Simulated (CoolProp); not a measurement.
R1234ze(E) along the isobar 1.61 MPa: density (kg/m³) from the reference equation and from simpler models built on Tc = 109.4 °C, pc = 3.635 MPa, ω = 0.313; each cubic takes its own stable root.

The numbers come from the reference Helmholtz-energy equation of state, Thol 2016 in CoolProp.

```csv
T (°C),phase,reference
75.65,gas,86.83
81.15,gas,83.08
86.65,gas,79.86
92.05,gas,77.10
97.55,gas,74.59
103.05,gas,72.33
108.55,gas,70.28
113.95,gas,68.44
119.45,gas,66.71
124.95,gas,65.10
130.45,gas,63.60
135.85,gas,62.23
141.35,gas,60.91
146.85,gas,59.67
```

Question: How far does each simpler model (Redlich-Kwong, Soave-Redlich-Kwong, Peng-Robinson) lie from the reference over these 14 states: mean and median of the absolute difference, and the worst?

Answer: 
- Redlich-Kwong: mean 1.2 %, median 0.6 %, worst -4.3 % at 75.65 °C and 1.61 MPa
- Soave-Redlich-Kwong: mean 0.9 %, median 0.7 %, worst -2.1 % at 75.65 °C and 1.61 MPa
- Peng-Robinson: mean 1.1 %, median 1.2 %, worst +1.3 % at 113.95 °C and 1.61 MPa
